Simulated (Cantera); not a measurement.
Input (Python, Cantera):

```python
import numpy as np
import cantera as ct

gas = ct.Solution("h2o2.yaml")
gas.TPX = 1375, 16000, {'H2': 1, 'O2': 1, 'N2': 7.2}
inlet = ct.Reservoir(gas, clone=True)

reactor = ct.IdealGasConstPressureReactor(gas, energy="off", clone=False)
exhaust = ct.Reservoir(gas, clone=True)
tau = [11, 3.1, 0.86, 0.24, 0.065, 0.018, 0.0049, 0.0014, 0.00037][0]
for a, b in ((inlet, reactor), (reactor, exhaust)):
    ct.MassFlowController(a, b, mdot=lambda t: reactor.mass / tau)
net = ct.ReactorNet([reactor])
show = ['H2', 'O2', 'HO2', 'H2O2', 'H', 'O', 'OH']

rows = []
print(f"{'tau/s':>10s}{'T/K':>9s}" + "".join(f"{s:>11s}" for s in show))
for tau in [11, 3.1, 0.86, 0.24, 0.065, 0.018, 0.0049, 0.0014, 0.00037]:
    net.initial_time = 0.0
    net.advance(30 * tau)
    before = gas.X
    net.advance(40 * tau)
    drift = np.max(np.abs(gas.X - before) / (gas.X + 1e-9))
    rows.append([gas.T, *gas[show].X, drift])
    print(f"{tau:10.3e}{gas.T:9.1f}" + "".join(f"{x:11.3e}" for x in gas[show].X))
```

Output:

```
     tau/s      T/K         H2         O2        HO2       H2O2          H          O         OH
 1.100e+01   1375.0  4.389e-05  5.740e-02  4.275e-07  4.467e-08  5.007e-06  3.657e-05  2.840e-04
 3.100e+00   1375.0  1.025e-04  5.736e-02  8.741e-07  7.994e-08  1.800e-05  8.609e-05  4.346e-04
 8.600e-01   1375.0  2.408e-04  5.731e-02  1.648e-06  1.367e-07  6.552e-05  2.044e-04  6.680e-04
 2.400e-01   1375.0  5.581e-04  5.726e-02  2.716e-06  2.203e-07  2.348e-04  4.801e-04  1.022e-03
 6.500e-02   1375.0  1.293e-03  5.724e-02  3.865e-06  3.349e-07  8.479e-04  1.133e-03  1.569e-03
 1.800e-02   1375.0  2.834e-03  5.742e-02  4.737e-06  4.590e-07  2.853e-03  2.558e-03  2.349e-03
 4.900e-03   1375.0  5.762e-03  5.820e-02  5.218e-06  5.486e-07  8.692e-03  5.468e-03  3.379e-03
 1.400e-03   1375.0  9.920e-03  5.993e-02  5.337e-06  5.612e-07  2.021e-02  9.891e-03  4.407e-03
 3.700e-04   1375.0  1.574e-02  6.312e-02  5.301e-06  5.384e-07  3.391e-02  1.401e-02  5.205e-03
```

Model: the H2/O2 subset of GRI-Mech 3.0, which has no nitrogen chemistry, integrated in Cantera. The temperature is held fixed by assumption; the heat of reaction is taken as removed at once.
